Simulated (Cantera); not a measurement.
An isothermal, constant-pressure homogeneous reactor starts with NH3 : H2 = 1 : 10 (molar parts), at 2173 K and 17000 Pa. Integrator tolerance rtol = 1e-08.

Computed with Cantera and the gas-phase N/H chemistry of the illustrative SiF4/NH3 mechanism in the Surface Chemkin manual (1991). Walls and surfaces, which speed up NH3 decomposition in real reactors, are not modelled.

Question: What does this change do: temperature 2173 to 1525 K?

Answer: 
```csv
quantity,before,after
x(NH3) at 200 s,4.92e-7 (gas-phase equilibrium 4.92e-7),0.0596 (gas-phase equilibrium 1.85e-6)
x(H2) at 200 s,0.947 (gas-phase equilibrium 0.947),0.926 (gas-phase equilibrium 0.958)
x(N2) at 200 s,0.0414 (gas-phase equilibrium 0.0414),0.0144 (gas-phase equilibrium 0.0417)
x(N2H4) at 200 s,<1e-12 (gas-phase equilibrium <1e-12),6.41e-10 (gas-phase equilibrium <1e-12)
x(NH) at 200 s,5.73e-9 (gas-phase equilibrium 5.73e-9),3.28e-8 (gas-phase equilibrium 1.31e-12)
x(H) at 200 s,0.0115 (gas-phase equilibrium 0.0115),4.83e-5 (gas-phase equilibrium 5.65e-5)
x(NH2) at 200 s,1.83e-8 (gas-phase equilibrium 1.83e-8),6.99e-6 (gas-phase equilibrium 2.45e-10)
```
